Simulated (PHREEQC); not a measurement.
# Brine (model solution)

Solution (25 °C): 2.4 mol/kgw Na2CO3. Closed to the air; pH follows from the charge balance.

Computed with PHREEQC (Pitzer model, pitzer.dat).

```json
{
  "pH": "11.95",
  "ionic_strength": "7.19 mol/kgw",
  "activity_of_water": "0.913",
  "density": "1.212 g/cm³",
  "osmotic_coefficient": "0.699",
  "total_alkalinity": "4800 meq/kg"
}
```

```csv
species,molality,activity,log γ
Na+,4.80,2.11,-0.357
CO3-2,2.39,0.0691,-1.539
OH-,0.00822,0.00818,-0.002
HCO3-,0.00822,0.00171,-0.683
CO2,2.05e-9,4.64e-9,0.354
```

No solid was allowed to form. Species that the database lacks are ignored. In brines, pH and single-ion activities rest on the MacInnes convention.
